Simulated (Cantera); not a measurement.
Charge: 1 mol Al(CH3)3, 0.24 mol O2, 2.4 mol N2, 0.0084 mol CO2, equilibrated at 0.100 bar.

These are equilibrium values from Cantera (NASA tables, ideal gas, pure condensed phases), not measurements of a reactor. Candidate condensed phases: Al, AlN, Al2O3, C, C6H6, C7H8, C8H18, H2O; 148 gas species. The feed counts by its element totals alone. Mutual solubility and eutectic melting of coexisting phases are not modelled. The numbers say what is thermodynamically allowed, not how fast it happens.

Question: At 1423 K, list the 6 most abundant gas species with their mole fractions, and the condensed phases.

Answer: H2 0.677, N2 0.306, CO 0.0166, HCN 0.000271, CH4 0.000175, H 1.73e-5. Condensed: AlN(s) + Al2O3(s) + C(graphite).
